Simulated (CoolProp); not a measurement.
R236EA at several states: Z from the reference equation and from simpler models built on Tc = 139.3 °C, pc = 34.14 bar, ω = 0.368; each cubic takes its own stable root.

Values from CoolProp's reference Helmholtz-energy equation of state, Rui 2013.

```tsv
T (°C)	p (bar)	phase	reference	van der Waals	Redlich-Kwong	Soave-Redlich-Kwong	Peng-Robinson
76.65	6.86	gas	0.8569	0.9035	…	0.8667	…
54.35	17.6	liquid	0.07365	…	…	0.08157	0.07199
37.95	18.2	liquid	…	0.1284	0.08981	0.08450	0.07464
84.45	6.37	gas	…	…	0.8968	0.8870	0.8790
```

### Question
What belongs in the gaps?

### Answer

- 76.65, Redlich-Kwong: 0.8799
- 76.65, Peng-Robinson: 0.8580
- 54.35, van der Waals: 0.1235
- 54.35, Redlich-Kwong: 0.08711
- 37.95, reference: 0.07690
- 84.45, reference: 0.8806
- 84.45, van der Waals: 0.9159
